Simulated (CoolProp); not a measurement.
Vapour-liquid equilibrium of isobutene (1) + acetone (2) at 276.3 K; x and y are mole fractions of (1).

The numbers come from the multi-fluid Helmholtz-energy mixture model, Lemmon 2005 and Lemmon 2006; pair parameters Bell 2016 in CoolProp.

Task: Give the bubble pressure and the first vapour's composition at x = 0.05, 0.275, 0.65. Is there an azeotrope?

Result: x = 0.05: 0.03095 MPa, y = 0.658; x = 0.275: 0.08995 MPa, y = 0.900; x = 0.65: 0.1225 MPa, y = 0.942. No azeotrope shows between x = 0.05 and 0.95.

The pair parameters rest on a limited set of measurements; away from them the model extrapolates. With so large a gap from Raoult's law the liquid may split in two, which this calculation doesn't test in full.
